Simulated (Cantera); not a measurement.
A Cantera script and what it prints.

```python
import numpy as np
import cantera as ct

gas_names = """
    B BH BH2 BH3 BN BO BO2 B2 B2O B2O2 B2O3 B3O3H3 H HBO HBO2 HNO HNO2 HNO3 HO2 H2 H2O H2O2 H3B3O6 N NH
    NH2 NH3 NH2OH NO NO2 NO3 N2 N2H2 N2H4 N2O O OH O2 O3
""".split()
cond_names = """
    B(b) B(L) BN(s) B2O3(L) B3O3H3(cr) H2O(s) H2O(L)
""".split()


# ... load() reads the species with a 1 bar reference pressure and builds the phases ...
atoms = {
    'B2O3': {'B': 2, 'O': 3},
    'NH3': {'N': 1, 'H': 3},
    'H2': {'H': 2},
}
top_T = {'BN(s)': 3200}  # K; cautious upper limits of use, not melting points


# ... equilibrate(T, P, feed) seeds the gas with the atoms and calls Mixture.equilibrate('TP', solver="vcs", rtol=1e-11, max_steps=5000) ...
results = []
feed = {'B2O3': 1, 'NH3': 1.9, 'H2': 0.13}  # mol
P = 2300  # Pa
for T in [1250, 1400, 1550, 1700, 1850, 2000, 2150, 2300]:
    mix = equilibrate(T, P, feed)
    results.append((T, P, feed, dict(zip(mix.species_names, mix.species_moles))))
    x = sorted(zip(gas.X, gas.species_names), reverse=True)
    print(f"T = {T:g} K  P = {P:g} Pa  gas = {mix.phase_moles(0):.4g} mol")
    print("   x: " + "  ".join(f"{s} {v:.3e}" for v, s in x if v > 1e-06))
    print("   condensed (mol): " + ("  ".join(f"{mix.phase(i).name} {mix.phase_moles(i):.4g}"
          for i in range(1, mix.n_phases) if mix.phase_moles(i) > 1e-12) or "none"))
```

Result:

```
T = 1250 K  P = 2300 Pa  gas = 3.929 mol
   x: H2 7.571e-01  N2 2.413e-01  H2O 1.168e-03  HBO2 3.707e-04  HBO 2.029e-05  H 2.773e-06  B2O3 1.917e-06  NH3 1.137e-06
   condensed (mol): BN(s) 0.003519  B2O3(L) 0.9975
T = 1400 K  P = 2300 Pa  gas = 3.933 mol
   x: H2 7.554e-01  N2 2.409e-01  HBO2 2.033e-03  H2O 1.088e-03  HBO 3.961e-04  B2O3 1.045e-04  H 2.788e-05  B2O2 2.070e-06
   condensed (mol): BN(s) 0.004991  B2O3(L) 0.9923
T = 1550 K  P = 2300 Pa  gas = 3.962 mol
   x: H2 7.451e-01  N2 2.389e-01  HBO2 7.762e-03  HBO 4.254e-03  B2O3 2.533e-03  H2O 1.002e-03  H 1.793e-04  B2O2 1.588e-04  BO 2.486e-05  B3O3H3 1.265e-06
   condensed (mol): BN(s) 0.00682  B2O3(L) 0.9621
T = 1700 K  P = 2300 Pa  gas = 4.197 mol
   x: H2 6.830e-01  N2 2.263e-01  B2O3 3.401e-02  HBO2 2.767e-02  HBO 2.279e-02  B2O2 3.520e-03  H2O 1.351e-03  H 8.029e-04  BO 5.359e-04  B3O3H3 3.015e-06  BO2 2.050e-06
   condensed (mol): B2O3(L) 0.7354
T = 1850 K  P = 2300 Pa  gas = 4.945 mol
   x: H2 5.441e-01  N2 1.921e-01  B2O3 1.339e-01  HBO2 6.568e-02  HBO 4.338e-02  B2O2 1.201e-02  BO 3.525e-03  H 2.620e-03  H2O 2.606e-03  BO2 2.833e-05
   condensed (mol): none
T = 2000 K  P = 2300 Pa  gas = 4.975 mol
   x: H2 5.302e-01  N2 1.909e-01  B2O3 1.237e-01  HBO2 7.273e-02  HBO 4.795e-02  B2O2 1.181e-02  BO 1.025e-02  H 7.808e-03  H2O 4.468e-03  BO2 1.292e-04  OH 6.571e-06
   condensed (mol): none
T = 2150 K  P = 2300 Pa  gas = 5.043 mol
   x: H2 5.093e-01  N2 1.884e-01  B2O3 1.110e-01  HBO2 7.937e-02  HBO 4.928e-02  BO 2.434e-02  H 1.985e-02  B2O2 1.054e-02  H2O 7.394e-03  BO2 4.811e-04  OH 3.721e-05  O 1.022e-06
   condensed (mol): none
T = 2300 K  P = 2300 Pa  gas = 5.172 mol
   x: H2 4.765e-01  N2 1.837e-01  B2O3 9.481e-02  HBO2 8.481e-02  BO 4.793e-02  HBO 4.623e-02  H 4.405e-02  H2O 1.200e-02  B2O2 8.279e-03  BO2 1.520e-03  OH 1.788e-04  O 1.128e-05  NO 5.695e-06
   condensed (mol): none
```

These are equilibrium values from Cantera (NASA tables, ideal gas, pure condensed phases), not measurements of a reactor. Mutual solubility and eutectic melting of coexisting phases are not modelled.
